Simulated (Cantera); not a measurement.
Input: 1 mol KCl, 0.77 mol H2, equilibrated at 1427 °C and 420 Pa.

Cantera equilibrium calculation (NASA polynomials, part measured and part estimated; ideal gas, pure solids and liquids). Candidate condensed phases: K, KCl; 10 gas species. Equilibrium is a limit: real reactors are often held back by kinetics, nucleation or transport.

Base state: KCl 0.543, H2 0.423, K 0.0161, HCl 0.0160, H 0.00148, K2Cl2 0.000486, Cl 4.35e-5 (mole fractions); condensed: gas only.

Question: What changes in the equilibrium state with this change: H2 from 0.77 to 0.18 mol?

Answer: 
```tsv
species	before	after
KCl	0.543	0.824
H2	0.423	0.144
K	0.0161	0.0151
HCl	0.0160	0.0150
K2Cl2	0.000486	0.00112
H	0.00148	0.000861
Cl	4.35e-5	7.02e-5
```

Question: What changes in the equilibrium state with this change: temperature from 1427 °C to 677 °C?

Answer: 
| species | before | after |
|---|---|---|
| H2 | 0.423 | 0.989 |
| KCl | 0.543 | 0.00837 |
| K2Cl2 | 0.000486 | 0.00291 |
| K | 0.0161 | 6.94e-6 |
| HCl | 0.0160 | 6.94e-6 |
| H | 0.00148 | 8.54e-9 |
| Cl | 4.35e-5 | <1e-9 |
| KCl(s), mol | 0 | 0.989 |
